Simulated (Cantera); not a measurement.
What does this Cantera script print?

```python
import numpy as np
import cantera as ct

gas = ct.Solution("h2o2.yaml")
gas.TPX = 450, 32000, {'H2': 1, 'O2': 0.562, 'N2': 2.11, 'H2O': 0.19}
flame = ct.FreeFlame(gas, width=0.089)
flame.set_refine_criteria(ratio=3, slope=0.08, curve=0.16)
flame.transport_model = "mixture-averaged"
flame.solve(loglevel=0, auto=True)
z, T = flame.grid, flame.T
thick = (T[-1] - T[0]) / np.gradient(T, z).max()
show = ['H2', 'O2', 'H2O', 'OH', 'HO2', 'H2O2']
print(f"laminar burning velocity  {flame.velocity[0] * 100:.3f} cm/s")
print(f"burnt temperature         {T[-1]:.1f} K")
print(f"thermal thickness         {thick * 1e3:.4f} mm")
print(f"grid points               {len(z)}")
z0 = z[flame.heat_release_rate.argmax()]
print(f"{'z/mm':>9s}{'T/K':>9s}{'u/(m/s)':>9s}" + "".join(f"{s:>11s}" for s in show))
rows = []
for k in (-3, -2, -1.5, -1, -0.5, -0.25, 0, 0.25, 0.5, 1, 2, 4, 8):
    zz = z0 + k * thick
    rows.append([k * thick, np.interp(zz, z, T), np.interp(zz, z, flame.velocity),
                 *(np.interp(zz, z, flame.X[gas.species_index(s)]) for s in show)])
    print(f"{rows[-1][0] * 1e3:9.3f}{rows[-1][1]:9.1f}{rows[-1][2]:9.3f}" + "".join(f"{x:11.3e}" for x in rows[-1][3:]))
```

Result:

```
laminar burning velocity  348.302 cm/s
burnt temperature         2256.0 K
thermal thickness         1.7464 mm
grid points               128
     z/mm      T/K  u/(m/s)         H2         O2        H2O         OH        HO2       H2O2
   -5.239    450.0    3.483  2.589e-01  1.455e-01  4.920e-02  4.734e-17  7.639e-14  6.220e-16
   -3.493    450.0    3.483  2.589e-01  1.455e-01  4.920e-02  2.782e-15  4.825e-12  4.518e-14
   -2.620    450.0    3.483  2.589e-01  1.455e-01  4.920e-02  1.266e-13  2.737e-10  2.731e-12
   -1.746    450.0    3.483  2.589e-01  1.455e-01  4.920e-02  1.362e-11  4.418e-08  4.720e-10
   -0.873    455.5    3.512  2.557e-01  1.460e-01  4.958e-02  6.032e-06  7.214e-05  2.120e-06
   -0.437    640.9    4.828  2.264e-01  1.429e-01  6.537e-02  6.771e-04  1.518e-04  2.508e-05
    0.000   1076.2    7.838  1.342e-01  1.104e-01  1.429e-01  2.173e-03  4.975e-05  2.590e-06
    0.437   1378.2    9.917  5.325e-02  5.711e-02  2.373e-01  7.311e-03  2.051e-05  2.359e-06
    0.873   1519.7   10.866  3.723e-02  4.246e-02  2.627e-01  1.038e-02  1.315e-05  1.592e-06
    1.746   1666.9   11.812  3.447e-02  3.734e-02  2.746e-01  1.284e-02  9.467e-06  8.339e-07
    3.493   1814.9   12.730  3.143e-02  3.339e-02  2.866e-01  1.444e-02  6.756e-06  4.236e-07
    6.985   1954.4   13.567  2.636e-02  2.951e-02  3.001e-01  1.481e-02  4.594e-06  2.360e-07
   13.971   2075.1   14.270  2.002e-02  2.599e-02  3.137e-01  1.383e-02  3.037e-06  1.513e-07
```

Cantera simulation using the H2/O2 subset of GRI-Mech 3.0, which has no nitrogen chemistry; the numbers are that mechanism's predictions, not measurements. Burning velocities carry a grid error of a few per cent, more on coarse grids.
